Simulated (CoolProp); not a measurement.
Normal hydrogen along the isobar 1.35 MPa: density (kg/m³) from the reference equation and from simpler models built on Tc = 33.1 K, pc = 1.296 MPa, ω = -0.219; each cubic takes its own stable root.

Model: reference Helmholtz-energy equation of state, Leachman 2009, in CoolProp.

```
T (K)          phase  reference
-----  -------------  ---------
22.2          liquid      70.42
37.5   supercritical      12.47
52.8   supercritical      6.820
68.1   supercritical      4.984
83.4   supercritical      3.977
98.6   supercritical      3.328
113.9  supercritical      2.865
129.2  supercritical      2.518
```

Problem. How far does each simpler model (van der Waals, Redlich-Kwong, Soave-Redlich-Kwong) lie from the reference over these 8 states: mean and median of the absolute difference, and the worst?

Solution. 
- van der Waals: mean 2.6 %, median 0.2 %, worst -18.8 % at 22.2 K and 1.35 MPa
- Redlich-Kwong: mean 2.9 %, median 0.9 %, worst +17.0 % at 22.2 K and 1.35 MPa
- Soave-Redlich-Kwong: mean 2.1 %, median 1.0 %, worst +9.4 % at 22.2 K and 1.35 MPa
